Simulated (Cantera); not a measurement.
**Equilibrium for nitride etching: BN + H2O + H2 + O2**

Feed: 1 mol BN, 0.11 mol H2O, 18 mol H2, a varied amount of O2, held at 1502 °C and 0.000450 bar.

Method: chemical equilibrium by Gibbs-energy minimisation in Cantera with the NASA 1993 tables (ideal gas, pure condensed phases). Candidate condensed phases: B, BN, B2O3, B3O3H3, H2O; 39 gas species. Kinetics and transport are ignored.

```
n(O2) (mol)   x H2     x H2O   x HBO2     x HBO    x N2      x H    x B2O3      x BO
-----------  -----  --------  -------  --------  ------  -------  --------  --------
0.5          0.915  0.000205  0.00280    0.0288  0.0259   0.0131   0.00269   0.00754
0.63         0.916   0.00123   0.0110    0.0189  0.0259   0.0131   0.00693   0.00494
0.78         0.913   0.00457   0.0225    0.0103  0.0260   0.0130   0.00774   0.00270
0.98         0.899    0.0153   0.0347   0.00470  0.0260   0.0129   0.00553   0.00124
1.2          0.880    0.0333   0.0415   0.00252  0.0260   0.0128   0.00361  0.000671
1.5          0.850    0.0618   0.0454   0.00144  0.0260   0.0126   0.00234  0.000390
1.9          0.809     0.102   0.0477  0.000872  0.0260   0.0123   0.00156  0.000242
2.4          0.758     0.153   0.0490  0.000559  0.0260   0.0119   0.00110  0.000161
3            0.696     0.215   0.0499  0.000372  0.0260   0.0114  0.000811  0.000111
3.8          0.614     0.298   0.0505  0.000240  0.0260   0.0107  0.000599   7.64e-5
4.7          0.521     0.391   0.0508  0.000156  0.0260  0.00985  0.000463   5.40e-5
```
x: gas mole fraction; nothing condenses.

From 0.5 mol O2 to 4.7 mol O2 nothing is condensed. The main B-bearing gas is HBO at 0.5 mol O2 and HBO2 at 4.7 mol O2.
